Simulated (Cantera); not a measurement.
A closed system holds: 1 mol SiCl₄, 0.36 mol C₂H₄, a varied amount of H₂, equilibrated at 2500 K and 420 Torr.

Cantera equilibrium calculation (NASA polynomials, part measured and part estimated; ideal gas, pure solids and liquids). Candidate condensed phases: C, C₆H₆, C₇H₈, C₈H₁₈, Si, SiC; 109 gas species. The tables' values for SiCl are old estimates; treat these amounts as uncertain. Gases not in the tables: Si₂H₆ and higher silanes. Kinetics and transport are ignored.

Task: At 230 mol H₂, list the 4 most abundant gas species with their mole fractions, and the condensed phases.

Result: H₂ 0.946, H 0.0327, HCl 0.0161, Si 0.00265. Condensed: gas only.
